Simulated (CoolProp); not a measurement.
Vapour-liquid equilibrium of R125 (1) + isobutane (2) at 245 K; x and y are mole fractions of (1).

Model: multi-fluid Helmholtz-energy mixture model, Lemmon 2005 and Bücker 2006; pair parameters Bell 2016, in CoolProp.

**Question.** Give the bubble pressure and the first vapour's composition at x = 0.05, 0.2, 0.95. Is there an azeotrope?

**Answer.** x = 0.05: 0.09280 MPa, y = 0.469; x = 0.2: 0.1770 MPa, y = 0.747; x = 0.95: 0.2489 MPa, y = 0.945. y crosses x between x = 0.8 and 0.95: the model has an azeotrope there.

The pair parameters rest on a limited set of measurements; away from them the model extrapolates. With so large a gap from Raoult's law the liquid may split in two, which this calculation doesn't test in full.
